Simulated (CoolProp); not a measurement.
A single-stage vapour-compression cycle with ammonia: evaporating at 212.15 K (dew point), condensing at 258.15 K (bubble point), superheat 2 K, subcooling 8 K, compressor efficiency 0.7, no pressure losses. Each further row changes one setting.

Model: reference Helmholtz-energy equation of state, Gao 2020, in CoolProp.

```
case                              cooling COP  pressure ratio  discharge temperature (K)  refrigerating effect (kJ/kg)  volumetric capacity (kJ/m³)
--------------------------------  -----------  --------------  -------------------------  ----------------------------  ---------------------------
as stated                                   ?            11.6                      442.6                          1280                          253
evaporating temperature 217.15 K         3.09            8.36                      414.9                          1290                            ?
condensing temperature 253.15 K          3.00               ?                      418.6                          1300                          258
subcooling 13 K                          2.66            11.6                      442.6                          1300                          258
superheat 12 K                              ?            11.6                      460.8                          1300                          245
compressor efficiency 0.6                   ?            11.6                      476.6                          1280                          253
```

**Question.** Some entries are withheld; supply them.

**Answer.** 
- as stated, cooling COP: 2.61
- evaporating temperature 217.15 K, volumetric capacity (kJ/m³): 345
- condensing temperature 253.15 K, pressure ratio: 9.30
- superheat 12 K, cooling COP: 2.54
- compressor efficiency 0.6, cooling COP: 2.24
